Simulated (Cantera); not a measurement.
## Fe(CO)₅ + H₂ (iron carbonyl, mercury and lead vapours)

Feed: 1 mol Fe(CO)₅, 19 mol H₂, held at 0.495 Torr.

These are equilibrium values from Cantera (NASA tables, ideal gas, pure condensed phases), not measurements of a reactor. Candidate condensed phases: C, C₆H₆, C₇H₈, C₈H₁₈, Fe, Fe(CO)₅, FeO, Fe(OH)₂, Fe(OH)₃, Fe₂O₃, Fe₃O₄, H₂O; 114 gas species. Condensed phases not in the tables: cementite and carbon dissolved in iron. Rates play no part.

```csv
T (K),x H₂,x CO,x H,x H₂O,x Fe,x CO₂,n C(graphite),n Fe(α),n Fe(γ)
898,0.792,0.208,3.79e-9,0.000274,<1e-12,0.000168,0.00742,1.00,0
998,0.792,0.208,7.45e-8,4.44e-5,2.04e-11,1.69e-5,0.000504,1.00,0
1098,0.792,0.208,8.57e-7,1.10e-5,1.76e-9,2.86e-6,0,1.00,0
1198,0.792,0.208,6.58e-6,4.04e-6,7.03e-8,7.79e-7,0,0,1.000
1298,0.792,0.208,3.71e-5,1.83e-6,1.56e-6,2.74e-7,0,0,1.000
1398,0.792,0.208,0.000164,1.10e-6,2.21e-5,1.33e-7,0,0,0.999
1498,0.791,0.208,0.000595,8.49e-7,0.000218,8.67e-8,0,0,0.995
```
x: gas mole fraction; n: condensed amount in mol.

From 898 K to 998 K the condensed part is C(graphite) + Fe(α). At 1098 K the condensed part is Fe(α). From 1198 K to 1498 K the condensed part is Fe(γ).
